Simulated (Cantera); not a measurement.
Feed: 1 mol V₂O₃, a varied amount of H₂, 0.035 mol H₂O, at 1323 K and 280 Pa.

Method: chemical equilibrium by Gibbs-energy minimisation in Cantera with the NASA 1993 tables (ideal gas, pure condensed phases). Candidate condensed phases: H₂O, V, VO, V₂O₃, V₂O₄, V₂O₅; 12 gas species. Mutual solubility and eutectic melting of coexisting phases are not modelled. VO: taken at fixed stoichiometry. Condensed phases not in the tables: the oxides between V₂O₃ and V₂O₅ other than VO₂. Equilibrium is a limit: real reactors are often held back by kinetics, nucleation or transport.

x: gas mole fraction; n: condensed amount in mol.

```csv
n(H₂) (mol),x H₂,x H₂O,x H,x OH,x VO₂,n V₂O₃(s),n VO(s)
0.56,0.941,0.0588,2.91e-5,2.63e-8,?,1.00,0
1.2,0.972,0.0283,2.95e-5,1.25e-8,?,1.00,0
2.6,0.987,0.0133,2.98e-5,5.80e-9,?,1.00,0
5.6,0.994,0.00621,2.99e-5,2.70e-9,?,1.00,0
12,0.997,0.00291,2.99e-5,1.26e-9,?,1.00,0
26,0.999,0.00134,2.99e-5,5.83e-10,4.98e-10,1.00,0
56,0.999,0.00119,3.00e-5,5.17e-10,4.69e-10,0.968,0.0636
120,0.999,0.00119,3.00e-5,5.17e-10,4.69e-10,0.892,0.216
260,0.999,0.00119,3.00e-5,5.17e-10,4.69e-10,0.725,0.550
560,0.999,0.00119,3.00e-5,5.17e-10,4.69e-10,0.367,1.27
1200,0.999,0.000862,3.00e-5,3.74e-10,?,0,2.00
2600,1.000,0.000398,3.00e-5,1.73e-10,?,0,2.00
```

### Question
Fill in the missing entries.

### Answer

- 0.56, x VO₂: 3.39e-9
- 1.2, x VO₂: 2.32e-9
- 2.6, x VO₂: 1.57e-9
- 5.6, x VO₂: 1.07e-9
- 12, x VO₂: 7.33e-10
- 1200, x VO₂: 3.39e-10
- 2600, x VO₂: 1.56e-10
